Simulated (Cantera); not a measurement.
Input (Python, Cantera):

```python
import numpy as np
import cantera as ct

gas = ct.Solution("h2o2.yaml")
gas.TPX = 625, 330000, {'H2': 1, 'O2': 0.417, 'N2': 1.57, 'H2O': 0.85}
flame = ct.FreeFlame(gas, width=0.017)
flame.set_refine_criteria(ratio=3, slope=0.08, curve=0.16)
flame.transport_model = "mixture-averaged"
flame.solve(loglevel=0, auto=True)
z, T = flame.grid, flame.T
thick = (T[-1] - T[0]) / np.gradient(T, z).max()
show = ['H2', 'O2', 'H2O', 'H', 'O', 'H2O2']
print(f"laminar burning velocity  {flame.velocity[0] * 100:.3f} cm/s")
print(f"burnt temperature         {T[-1]:.1f} K")
print(f"thermal thickness         {thick * 1e3:.4f} mm")
print(f"grid points               {len(z)}")
z0 = z[flame.heat_release_rate.argmax()]
print(f"{'z/mm':>9s}{'T/K':>9s}{'u/(m/s)':>9s}" + "".join(f"{s:>11s}" for s in show))
rows = []
for k in (-3, -2, -1.5, -1, -0.5, -0.25, 0, 0.25, 0.5, 1, 2, 4, 8):
    zz = z0 + k * thick
    rows.append([k * thick, np.interp(zz, z, T), np.interp(zz, z, flame.velocity),
                 *(np.interp(zz, z, flame.X[gas.species_index(s)]) for s in show)])
    print(f"{rows[-1][0] * 1e3:9.3f}{rows[-1][1]:9.1f}{rows[-1][2]:9.3f}" + "".join(f"{x:11.3e}" for x in rows[-1][3:]))
```

Result:

```
laminar burning velocity  411.978 cm/s
burnt temperature         2137.9 K
thermal thickness         0.0953 mm
grid points               110
     z/mm      T/K  u/(m/s)         H2         O2        H2O          H          O       H2O2
   -0.286    625.0    4.119  2.605e-01  1.087e-01  2.216e-01  8.240e-14  2.957e-12  5.509e-10
   -0.191    625.1    4.117  2.600e-01  1.088e-01  2.217e-01  2.439e-12  8.705e-11  5.702e-09
   -0.143    625.5    4.114  2.588e-01  1.089e-01  2.222e-01  6.092e-11  2.090e-09  6.017e-08
   -0.095    628.5    4.111  2.541e-01  1.096e-01  2.238e-01  2.289e-09  4.580e-08  8.077e-07
   -0.048    694.1    4.418  2.287e-01  1.108e-01  2.363e-01  2.088e-05  6.242e-06  3.910e-05
   -0.024    941.2    5.822  1.899e-01  1.013e-01  2.716e-01  1.097e-03  1.515e-04  1.094e-04
    0.000   1305.3    7.914  1.374e-01  7.381e-02  3.362e-01  7.119e-03  1.074e-03  3.776e-05
    0.024   1565.0    9.410  9.312e-02  4.196e-02  3.971e-01  1.434e-02  2.103e-03  6.162e-06
    0.048   1710.8   10.245  6.978e-02  2.274e-02  4.317e-01  1.674e-02  2.318e-03  3.839e-06
    0.095   1850.4   11.021  5.599e-02  1.012e-02  4.563e-01  1.419e-02  1.911e-03  2.263e-06
    0.191   1963.0   11.620  5.073e-02  5.161e-03  4.705e-01  9.108e-03  1.083e-03  1.245e-06
    0.381   2039.9   12.014  4.725e-02  2.602e-03  4.806e-01  5.362e-03  4.923e-04  6.942e-07
    0.762   2087.9   12.254  4.477e-02  1.115e-03  4.875e-01  3.065e-03  1.935e-04  3.538e-07
```

Model: the H2/O2 subset of GRI-Mech 3.0, which has no nitrogen chemistry, integrated in Cantera. The hydrogen kinetics of GRI-Mech 3.0 are dated; newer H2 mechanisms differ, most at raised pressure. Burning velocities carry a grid error of a few per cent, more on coarse grids.
